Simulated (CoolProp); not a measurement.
Vapour-liquid equilibrium of propylene (1) + n-heptane (2) at 0.56 bar; x and y are mole fractions of (1).

Model: multi-fluid Helmholtz-energy mixture model, Lemmon 2013 and Span 2003; pair parameters Bell 2016, in CoolProp.

```
x     bubble temperature (K)  y at the bubble point  dew temperature at overall composition x (K)  liquid density (mol/L)
----  ----------------------  ---------------------  --------------------------------------------  ----------------------
0.05                   297.0                  0.900                                         351.0                       ?
0.15                   254.4                  0.993                                         347.7                   7.766
0.25                   238.1                  0.998                                         344.1                   8.396
0.35                   229.4                  0.999                                             ?                   9.019
0.45                   224.4                  1.000                                             ?                   9.672
0.55                   221.2                  1.000                                             ?                       ?
0.65                   219.1                  1.000                                         324.2                   11.16
0.75                   217.5                  1.000                                         316.3                   12.04
0.85                       ?                  1.000                                         305.1                   13.04
0.95                       ?                  1.000                                         284.2                   14.20
```

### Question
What belongs in the gaps?

### Answer

- 0.05, liquid density (mol/L): 6.974
- 0.35, dew temperature at overall composition x (K): 340.1
- 0.45, dew temperature at overall composition x (K): 335.6
- 0.55, dew temperature at overall composition x (K): 330.4
- 0.55, liquid density (mol/L): 10.38
- 0.85, bubble temperature (K): 215.9
- 0.95, bubble temperature (K): 214.2

No azeotrope shows between x = 0.05 and 0.95.

The pair parameters rest on a limited set of measurements; away from them the model extrapolates. The gap from Raoult's law changes sign with composition, which may be real or a fault of the pair parameters; it wasn't checked against measurements.
